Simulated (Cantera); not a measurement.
Gas mixture: 50.8 % C3H8, 49.2 % CH4, at 4.30 bar, frozen composition.

Cantera's kinetic-theory transport with the Lennard-Jones parameters of GRI-Mech 3.0, ideal gas; thermal conductivity in the multicomponent form. The composition is frozen, though it would react at the higher temperatures.

D: mixture-averaged diffusion coefficient of that species in the mixture.

```csv
T (K),ρ (kg/m³),cp (J/kg/K),μ (µPa s),λ (mW/m/K),Pr,D (cm²/s) H2O,D (cm²/s) CO2,D (cm²/s) O
400,3.92,2236,12.2,37.7,0.723,0.0631,0.0446,0.0909
550,2.85,2831,15.9,61.5,0.733,0.117,0.0801,0.159
700,2.24,3346,19.2,87.6,0.734,0.184,0.123,0.240
850,1.84,3767,22.2,114,0.734,0.263,0.173,0.333
1000,1.57,4124,___,___,0.732,___,___,___
1150,1.36,4395,___,___,0.730,___,___,___
1300,1.21,4630,29.9,191,0.728,0.560,0.360,0.679
1450,1.08,4833,32.2,215,0.726,0.677,0.433,0.814
1600,0.979,5008,34.4,238,0.724,0.802,0.511,0.959
```

### Question
Some entries are withheld; supply them.

### Answer

- 1000, μ (µPa s): 24.9
- 1000, λ (mW/m/K): 141
- 1000, D (cm²/s) H2O: 0.352
- 1000, D (cm²/s) CO2: 0.230
- 1000, D (cm²/s) O: 0.438
- 1150, μ (µPa s): 27.5
- 1150, λ (mW/m/K): 166
- 1150, D (cm²/s) H2O: 0.452
- 1150, D (cm²/s) CO2: 0.292
- 1150, D (cm²/s) O: 0.553
